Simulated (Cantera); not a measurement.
An isothermal, constant-pressure homogeneous reactor starts with NH3 : N2 = 1 : 6.2 (molar parts), at 1450 K and 57000 Pa.

Computed with Cantera and the gas-phase N/H chemistry of the illustrative SiF4/NH3 mechanism in the Surface Chemkin manual (1991). Walls and surfaces, which speed up NH3 decomposition in real reactors, are not modelled.

x: mole fraction; the columns are a selection and need not sum to one.

```
t (s)      x NH3    x N2H2       x N    x NH2      x H2       x H
--------  ------  --------  --------  -------  --------  --------
9.00e-5    0.139    <1e-12    <1e-12        ?   1.78e-8  4.62e-10
0.000418   0.139  3.84e-12    <1e-12        ?   8.45e-8  4.62e-10
0.00194    0.139  1.13e-10    <1e-12        ?   3.96e-7  4.70e-10
0.00900    0.139   2.73e-9    <1e-12        ?   2.14e-6  6.54e-10
0.0418     0.139   4.03e-8  1.20e-11        ?   3.40e-5   4.40e-9
0.194      0.139   5.61e-8  7.20e-11  1.56e-5  0.000368   2.34e-8
0.900      0.137   5.44e-8  3.59e-10  1.51e-5   0.00193   1.04e-7
4.18       0.132   4.74e-8   1.29e-9        ?   0.00862   4.20e-7
19.4       0.115   2.94e-8   1.79e-9        ?    0.0314   1.37e-6
90.0      0.0793   9.90e-9   1.01e-9        ?    0.0785   2.95e-6
```

Task: Fill in the missing entries.

Result: 
- 9.00e-5, x NH2: 3.61e-8
- 0.000418, x NH2: 1.69e-7
- 0.00194, x NH2: 7.87e-7
- 0.00900, x NH2: 3.64e-6
- 0.0418, x NH2: 1.34e-5
- 4.18, x NH2: 1.36e-5
- 19.4, x NH2: 1.06e-5
- 90.0, x NH2: 6.30e-6
